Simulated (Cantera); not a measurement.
Feed: 1 mol SiO2, 0.65 mol CH4, 0.093 mol CO, at 1325 K and 0.00133 bar.

Cantera equilibrium calculation (NASA polynomials, part measured and part estimated; ideal gas, pure solids and liquids). Candidate condensed phases: C, C6H6, C7H8, C8H18, H2O, Si, SiC, SiO2; 123 gas species. Mutual solubility and eutectic melting of coexisting phases are not modelled. The tables hold silica as quartz up to 1696 K and as liquid above; real silica turns to tridymite and cristobalite and melts near 1996 K. Kinetics and transport are ignored.

Base state: H2 0.711, CO 0.288, SiO 0.000813, H 3.78e-5 (mole fractions); condensed: SiC(s) + SiO2(β-quartz).

### Question
What changes in the equilibrium state with this change: SiO2 replaced by Fe2O3?

### Answer
| species | before | after |
|---|---|---|
| H2 | 0.711 | 0.475 |
| CO | 0.288 | 0.308 |
| H2O | 3.57e-6 | 0.161 |
| CO2 | 7.77e-7 | 0.0561 |
| SiO | 0.000813 | 0 |
| H | 3.78e-5 | 3.09e-5 |
| SiC(s), mol | 0.216 | 0 |
| SiO2(β-quartz), mol | 0.782 | 0 |
| Fe(γ), mol | 0 | 0.0944 |
| FeO(s), mol | 0 | 1.91 |
The tables' stoichiometric FeO is somewhat more stable than real wüstite, so its field is too wide. FeO: taken at fixed stoichiometry. Further candidate phases: Fe, Fe(CO)5, FeO, Fe(OH)2, Fe(OH)3, Fe2O3, Fe3O4.
